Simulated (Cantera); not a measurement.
What does this Cantera script print?

```python
import numpy as np
import cantera as ct

gas = ct.Solution("h2o2.yaml")
gas.TPX = 1148, 3400, {'H2': 0.0081, 'O2': 1, 'H2O': 0.0063}
inlet = ct.Reservoir(gas, clone=True)

reactor = ct.IdealGasConstPressureReactor(gas, energy="off", clone=False)
exhaust = ct.Reservoir(gas, clone=True)
tau = [4.6, 1.6, 0.56, 0.19, 0.066, 0.023, 0.008, 0.0028][0]
for a, b in ((inlet, reactor), (reactor, exhaust)):
    ct.MassFlowController(a, b, mdot=lambda t: reactor.mass / tau)
net = ct.ReactorNet([reactor])
show = ['H2', 'O2', 'H2O', 'OH', 'H2O2', 'O']

rows = []
print(f"{'tau/s':>10s}{'T/K':>9s}" + "".join(f"{s:>11s}" for s in show))
for tau in [4.6, 1.6, 0.56, 0.19, 0.066, 0.023, 0.008, 0.0028]:
    net.initial_time = 0.0
    net.advance(30 * tau)
    before = gas.X
    net.advance(40 * tau)
    drift = np.max(np.abs(gas.X - before) / (gas.X + 1e-9))
    rows.append([gas.T, *gas[show].X, drift])
    print(f"{tau:10.3e}{gas.T:9.1f}" + "".join(f"{x:11.3e}" for x in gas[show].X))
```

Output:

```
     tau/s      T/K         H2         O2        H2O         OH       H2O2          O
 4.600e+00   1148.0  1.741e-05  9.855e-01  1.418e-02  1.142e-04  2.753e-08  1.626e-04
 1.600e+00   1148.0  3.232e-05  9.853e-01  1.413e-02  1.625e-04  3.719e-08  3.204e-04
 5.600e-01   1148.0  5.899e-05  9.850e-01  1.407e-02  2.307e-04  4.809e-08  6.141e-04
 1.900e-01   1148.0  1.092e-04  9.844e-01  1.395e-02  3.299e-04  6.092e-08  1.148e-03
 6.600e-02   1148.0  2.020e-04  9.835e-01  1.376e-02  4.639e-04  7.639e-08  1.966e-03
 2.300e-02   1148.0  3.873e-04  9.824e-01  1.343e-02  6.418e-04  9.817e-08  2.988e-03
 8.000e-03   1148.0  7.859e-04  9.814e-01  1.284e-02  8.658e-04  1.323e-07  3.839e-03
 2.800e-03   1148.0  1.668e-03  9.811e-01  1.177e-02  1.096e-03  1.791e-07  3.963e-03
```

Detailed kinetics in Cantera: the H2/O2 subset of GRI-Mech 3.0, which has no nitrogen chemistry. Radical loss at walls, strong at low pressure, is not modelled.
